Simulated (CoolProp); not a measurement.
The numbers come from the reference Helmholtz-energy equation of state, Gao 2016 in CoolProp.

### Question
For sulfur dioxide, give the phase and the density (kg/m³), cp (kJ/(kg K)), cv (kJ/(kg K)), isothermal compressibility (1/MPa) at 184.35 °C and 43.8 bar.

### Answer
- 184.35 °C and 43.8 bar: gas; density 89.3, cp 0.967, cv 0.650, isothermal compressibility 0.283
